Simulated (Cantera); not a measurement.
## Hydrocarbon pyrolysis for carbon deposition

A perfectly stirred reactor is fed with C₃H₈ : H₂ = 1 : 13 (molar parts), at 1.00 atm; it is held at 1550 K, and followed from long to short residence time.

Computed with Cantera and GRI-Mech 3.0 (53 species, 325 reactions). GRI-Mech 3.0 was tuned for natural gas; its chemistry of propane as a main component is partial and can be far from experiment. GRI-Mech 3.0 stops at C3 and has no aromatics, soot or wall deposition, so with more carbon than oxygen in the feed, carbon stays in small species such as C2H2 where larger ones or solid carbon would form.

| τ (s) | x C₃H₈ | x H₂ | x CH₄ | x C₂H₂ | x C₂H₄ |
|---|---|---|---|---|---|
| 5.1 | 1.22e-6 | 0.861 | 0.0851 | 0.0466 | 0.00712 |
| 1.7 | 3.50e-6 | 0.863 | 0.0822 | 0.0476 | 0.00737 |
| 0.58 | 9.60e-6 | 0.866 | 0.0773 | 0.0492 | 0.00786 |
| 0.19 | 2.60e-5 | 0.869 | 0.0719 | 0.0506 | 0.00868 |
| 0.065 | 6.44e-5 | 0.870 | 0.0685 | 0.0508 | 0.00991 |
| 0.022 | 0.000155 | 0.871 | 0.0674 | 0.0491 | 0.0120 |
| 0.0072 | 0.000372 | 0.870 | 0.0677 | 0.0451 | 0.0160 |
x: mole fraction; the columns are a selection and need not sum to one.
